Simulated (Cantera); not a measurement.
An adiabatic, constant-pressure homogeneous reactor starts with CH4 : O2 : N2 = 1 : 2.99 : 11.2 (molar parts), equivalence ratio 0.67, at 1600 K and 0.400 bar. Integrator tolerance rtol = 1e-08.

Detailed kinetics in Cantera: GRI-Mech 3.0 (53 species, 325 reactions).

Problem. What does this change do: pressure from 0.400 bar to 10.0 bar?

Solution. 
```json
[
 {"quantity": "time of steepest temperature rise", "before": "0.934 ms", "after": "67.5 µs"},
 {"quantity": "temperature at 0.500 s", "before": "2575 K", "after": "2731 K"},
 {"quantity": "equilibrium temperature", "before": "2575 K", "after": "2731 K"},
 {"quantity": "x(CH4) at 0.500 s", "before": "<1e-12 (gas-phase equilibrium <1e-12)", "after": "<1e-12 (gas-phase equilibrium <1e-12)"},
 {"quantity": "x(O2) at 0.500 s", "before": "0.0609 (gas-phase equilibrium 0.0609)", "after": "0.0572 (gas-phase equilibrium 0.0572)"},
 {"quantity": "x(CH3) at 0.500 s", "before": "<1e-12 (gas-phase equilibrium <1e-12)", "after": "<1e-12 (gas-phase equilibrium <1e-12)"},
 {"quantity": "x(CO2) at 0.500 s", "before": "0.0476 (gas-phase equilibrium 0.0476)", "after": "0.0566 (gas-phase equilibrium 0.0566)"},
 {"quantity": "x(OH) at 0.500 s", "before": "0.0178 (gas-phase equilibrium 0.0178)", "after": "0.0125 (gas-phase equilibrium 0.0125)"}
]
```

Problem. What does this change do: constant volume in place of constant pressure?

Solution. 
```tsv
quantity	before	after
time of steepest temperature rise	0.934 ms	0.902 ms
temperature at 0.500 s	2575 K	2711 K
equilibrium temperature	2575 K	2711 K
x(CH4) at 0.500 s	<1e-12 (gas-phase equilibrium <1e-12)	<1e-12 (gas-phase equilibrium <1e-12)
x(O2) at 0.500 s	0.0609 (gas-phase equilibrium 0.0609)	0.0602 (gas-phase equilibrium 0.0602)
x(CH3) at 0.500 s	<1e-12 (gas-phase equilibrium <1e-12)	<1e-12 (gas-phase equilibrium <1e-12)
x(CO2) at 0.500 s	0.0476 (gas-phase equilibrium 0.0476)	0.0424 (gas-phase equilibrium 0.0424)
x(OH) at 0.500 s	0.0178 (gas-phase equilibrium 0.0178)	0.0219 (gas-phase equilibrium 0.0219)
```
